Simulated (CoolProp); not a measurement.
Vapour pressure (MPa) of m-xylene: the reference equation beside estimates from Tc = 616.9 K, pc = 3.535 MPa, ω = 0.326.

Computed with CoolProp (reference Helmholtz-energy equation of state, Zhou 2012).

| T (K) | reference | Lee-Kesler | Redlich-Kwong |
|---|---|---|---|
| 444.4 | 0.2237 | 0.2246 | 0.3920 |
| 449.2 | ? | ? | 0.4275 |
| 454 | 0.2763 | 0.2781 | 0.4652 |
| 458.9 | 0.3066 | 0.3088 | 0.5060 |
| 463.7 | 0.3387 | 0.3414 | 0.5484 |
| 468.5 | 0.3733 | 0.3765 | 0.5933 |
| 473.3 | 0.4105 | ? | 0.6407 |
| 478.2 | 0.4514 | 0.4557 | ? |
| 483 | 0.4943 | ? | 0.7444 |
| 487.8 | 0.5403 | 0.5457 | 0.7997 |
| 492.7 | 0.5905 | ? | 0.8592 |

**Question.** Fill in the missing entries.

**Answer.** 
- 449.2, reference: 0.2489
- 449.2, Lee-Kesler: 0.2502
- 473.3, Lee-Kesler: 0.4143
- 478.2, Redlich-Kwong: 0.6917
- 483, Lee-Kesler: 0.4992
- 492.7, Lee-Kesler: 0.5964

Absolute difference from the reference over all 11 rows, mean and median: Lee-Kesler 0.8 and 0.9 %, Redlich-Kwong 59.5 and 58.9 %.
